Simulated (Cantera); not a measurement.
What does this Cantera script print?

```python
import numpy as np
import cantera as ct

gas_names = """
    AL ALBr ALBr3 ALN AL2 AL2Br6 Br Br2 N N2
""".split()
cond_names = """
    AL(cr) AL(L) ALBr3(s) ALBr3(L) ALN(s) Br2(cr) Br2(L)
""".split()


# ... load() reads the species with a 1 bar reference pressure and builds the phases ...
atoms = {
    'Al': {'AL': 1},
    'Br2': {'Br': 2},
    'N2': {'N': 2},
}
top_T = {'ALN(s)': 2750}  # K; cautious upper limits of use, not melting points


# ... equilibrate(T, P, feed) seeds the gas with the atoms and calls Mixture.equilibrate('TP', solver="vcs", rtol=1e-11, max_steps=5000) ...
results = []
feed = {'Al': 1, 'Br2': 0.49, 'N2': 0.16}  # mol
P = 69000  # Pa
for T in [975, 1075, 1175, 1275, 1375, 1475, 1575]:
    mix = equilibrate(T, P, feed)
    results.append((T, P, feed, dict(zip(mix.species_names, mix.species_moles))))
    x = sorted(zip(gas.X, gas.species_names), reverse=True)
    print(f"T = {T:g} K  P = {P:g} Pa  gas = {mix.phase_moles(0):.4g} mol")
    print("   x: " + "  ".join(f"{s} {v:.3e}" for v, s in x if v > 0.0001))
    print("   condensed (mol): " + ("  ".join(f"{mix.phase(i).name} {mix.phase_moles(i):.4g}"
          for i in range(1, mix.n_phases) if mix.phase_moles(i) > 1e-12) or "none"))
```

Output:

```
T = 975 K  P = 69000 Pa  gas = 0.3158 mol
   x: ALBr3 9.632e-01  AL2Br6 3.535e-02  ALBr 1.438e-03
   condensed (mol): AL(L) 0.353  ALN(s) 0.32
T = 1075 K  P = 69000 Pa  gas = 0.3246 mol
   x: ALBr3 9.817e-01  AL2Br6 1.112e-02  ALBr 7.136e-03
   condensed (mol): AL(L) 0.3518  ALN(s) 0.32
T = 1175 K  P = 69000 Pa  gas = 0.3311 mol
   x: ALBr3 9.695e-01  ALBr 2.643e-02  AL2Br6 4.089e-03
   condensed (mol): AL(L) 0.3475  ALN(s) 0.32
T = 1275 K  P = 69000 Pa  gas = 0.344 mol
   x: ALBr3 9.204e-01  ALBr 7.792e-02  AL2Br6 1.641e-03
   condensed (mol): AL(L) 0.3355  ALN(s) 0.32
T = 1375 K  P = 69000 Pa  gas = 0.3736 mol
   x: ALBr3 8.098e-01  ALBr 1.895e-01  AL2Br6 6.438e-04
   condensed (mol): AL(L) 0.3061  ALN(s) 0.32
T = 1475 K  P = 69000 Pa  gas = 0.4391 mol
   x: ALBr3 6.154e-01  ALBr 3.844e-01  AL2Br6 2.086e-04
   condensed (mol): AL(L) 0.2408  ALN(s) 0.32
T = 1575 K  P = 69000 Pa  gas = 0.5707 mol
   x: ALBr 6.413e-01  ALBr3 3.586e-01
   condensed (mol): AL(L) 0.1093  ALN(s) 0.32
```

These are equilibrium values from Cantera (NASA tables, ideal gas, pure condensed phases), not measurements of a reactor. Mutual solubility and eutectic melting of coexisting phases are not modelled.
